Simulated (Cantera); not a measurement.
A perfectly stirred reactor is fed with C₃H₈ : O₂ : N₂ = 1 : 11.1 : 41.8 (molar parts), at 9.87 atm; it is adiabatic with a 348 K inlet, and is followed from long to short residence time, starting on the burning branch (τ in s: 0.043, 0.023, 0.012, 0.0065, 0.0035, 0.0018, 0.00098, 0.00052, 0.00028, 0.00015, 7.8e-05, 4.2e-05).

Model: GRI-Mech 3.0 (53 species, 325 reactions), integrated in Cantera. GRI-Mech 3.0 was tuned for natural gas; its chemistry of propane as a main component is partial and can be far from experiment.

### Question
Predict: blow-out, bracketed by the residence times tried; x(C₃H₈) at τ = 43.0 ms; x(O₂) at τ = 43.0 ms; x(H) at τ = 43.0 ms; x(NO) at τ = 43.0 ms; x(H₂O) at τ = 43.0 ms; x(C₃H₈) at τ = 0.980 ms; x(O₂) at τ = 0.980 ms.

### Answer
```json
{
  "blow_out_bracketed_by_the_residence_times_tried": "burning at 6.50 ms, out at 3.50 ms",
  "x(C₃H₈) at τ = 43.0 ms": "8.81e-6",
  "x(O₂) at τ = 43.0 ms": "0.112",
  "x(H) at τ = 43.0 ms": "2.48e-7",
  "x(NO) at τ = 43.0 ms": "3.43e-7",
  "x(H₂O) at τ = 43.0 ms": "0.0727",
  "x(C₃H₈) at τ = 0.980 ms": "0.0186",
  "x(O₂) at τ = 0.980 ms": "0.206"
}
```
